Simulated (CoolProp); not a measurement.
The fluid at 298.15 K and 0.528 MPa flows at 0.28 m/s in a round tube of 1 mm bore and 15 µm roughness, fully developed (64/Re and Nu = 3.66 if laminar; Colebrook and Gnielinski if turbulent). The same conditions are run with several fluids, on thermodynamics alone (safety and materials aside).

Computed with CoolProp (reference Helmholtz-energy equation of state of each fluid (normal hydrogen: Leachman 2009; methane: Setzmann 1991; R125: Lemmon 2005; R404A: Lemmon 2003; R410A: Lemmon 2003)). Blends and air are pseudo-pure fits.

```
fluid            Reynolds number  Darcy friction factor  pressure drop (Pa/m)  heat-transfer coefficient (W/(m² K))  mass flow (kg/h)
---------------  ---------------  ---------------------  --------------------  ------------------------------------  ----------------
normal hydrogen             13.5                   4.75                  79.8                                   682          0.000339
methane                     85.8                  0.746                   101                                   126           0.00273
R125                         601                  0.107                   117                                  51.9            0.0221
R404A                        520                  0.123                   111                                  51.5            0.0181
R410A                        358                  0.179                   117                                  50.6            0.0132
```

Transport values come from each fluid's own correlations.
